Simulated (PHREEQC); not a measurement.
Dissolve 0.015 mol H3PO4, 0.0004 mol HNO3 and 6.9e-05 mol ZnSO4 per kg of water at 25 °C. Closed to the air; pH follows from the charge balance.

Model: ion-association model, wateq4f.dat, run in PHREEQC.

| quantity | before | after |
|---|---|---|
| pH | 2.14 | 3.83 |
| ionic strength (mol/kgw) | 0.00820 | 0.000154 |
| H2PO4- (mol/kgw) | 0.00758 | 0.000147 |
| H3PO4 (mol/kgw) | 0.00743 | 3.17e-6 |
| SO4-2 (mol/kgw) | 4.46e-5 | 6.80e-7 |
| HSO4- (mol/kgw) | 2.40e-5 | 9.43e-9 |
| SI of Goslarite (ZnSO4:7H2O) | -6.87 | -10.42 |
| SI of Zincite(c) (ZnO) | -11.19 | -9.67 |

Question: What was changed between the two runs?
(A) 0.0084 mol/kgw KOH added
(B) diluted 2-fold with water
(C) temperature from 25 to 85 °C
(D) temperature from 25 to 40 °C
(E) diluted 100-fold with water

Answer: E, diluted 100-fold with water

No solid was allowed to form. H3PO4, which wateq4f.dat lacks, is added to it with the constant of phreeqc.dat. The database has no phosphate complexes of Zn.
